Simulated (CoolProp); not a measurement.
Aqueous magnesium chloride as a coolant, at 3 °C, 1 atm.

Model: Melinder's fits for secondary coolants, in CoolProp.

| mass % | freezing point (°C) | viscosity (mPa s) | density (kg/m³) | conductivity (W/(m K)) | cp (kJ/(kg K)) |
|---|---|---|---|---|---|
| 5.2 | -3.1 | 1.99 | 1045 | 0.557 | 3.864 |
| 7.4 | -5.1 | 2.17 | [?] | [?] | 3.731 |
| 9.7 | [?] | 2.47 | 1086 | 0.547 | 3.596 |
| 11.9 | -11.2 | 2.82 | 1106 | 0.541 | [?] |
| 14.2 | -15.2 | 3.19 | 1126 | 0.535 | 3.347 |
| 16.4 | [?] | 3.51 | 1147 | 0.529 | 3.234 |
| 18.7 | -25.1 | 3.96 | 1169 | 0.523 | 3.123 |
| 20.9 | -31.5 | 5.07 | 1191 | 0.516 | 3.023 |
| 23.2 | -40.5 | 9.39 | 1217 | 0.507 | 2.923 |
| 25.4 | -52.8 | 33.0 | 1245 | 0.493 | 2.831 |

### Question
Some entries are withheld; supply them.

### Answer

- 7.4, density (kg/m³): 1065
- 7.4, conductivity (W/(m K)): 0.552
- 9.7, freezing point (°C): -7.9
- 11.9, cp (kJ/(kg K)): 3.472
- 16.4, freezing point (°C): -19.7
